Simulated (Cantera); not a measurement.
Charge: 1 mol SiCl4, 0.4 mol C2H4, 19 mol H2, 2 mol HCl, at 998.15 K and 70.0 mbar.

These are equilibrium values from Cantera (NASA tables, ideal gas, pure condensed phases), not measurements of a reactor. Candidate condensed phases: C, C6H6, C7H8, C8H18, Si, SiC; 109 gas species. The tables' values for SiCl3 are old estimates; treat these amounts as uncertain. Kinetics and transport are ignored.

Base state: H2 0.841, HCl 0.117, SiCl4 0.0350, CH4 0.00483, SiHCl3 0.00175, SiCl3 0.000123, SiCl2 1.05e-5 (mole fractions); condensed: C(graphite) + SiC(s).

Q: What changes in the equilibrium state with this change: temperature from 998.15 K to 1298 K?

A: 
```tsv
species	before	after
H2	0.841	0.767
HCl	0.117	0.224
SiCl4	0.0350	0.00516
SiCl2	1.05e-5	0.00147
CH4	0.00483	0.000114
SiCl3	0.000123	0.00113
SiHCl3	0.00175	0.000796
C(graphite), mol	0.534	0
SiC(s), mol	0.156	0.797
```

Q: What changes in the equilibrium state with this change: HCl from 2 to 0.041 mol?

A: 
```
species             before    after
----------------  --------  -------
H2                   0.841    0.869
HCl                  0.117    0.104
SiCl4               0.0350   0.0206
SiCl3             0.000123  8.23e-5
SiHCl3             0.00175  0.00119
SiCl2              1.05e-5  8.06e-6
CH4                0.00483  0.00515
C(graphite), mol     0.534    0.155
SiC(s), mol          0.156    0.535
```
